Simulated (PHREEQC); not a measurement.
Cooling-tower water

A made-up water analysis in mg/kgw, 20 °C, pH 6.46, pe 9.1: Na 104; K 0.212; Ca 97.3; Mg 33.2; Cl 120; S(6) as SO4 67.2; Alkalinity as HCO3 436; Li 1.97; Cd 3.99.

Valence states are taken as typed.

The numbers come from PHREEQC with the ion-association model, wateq4f.dat.

Precipitation was switched off in this run.

Q: Estimate the charge-balance error.

A: charge-balance error 2.3 %.

Q: In which forms is Cd present?

A: Cd+2 72 %, CdCl+ 14 %, CdHCO3+ 9.7 %, CdSO4 4.1 % of the Cd.

Saturation is exceeded, for instance for Otavite; the values hold only as long as no solid forms.
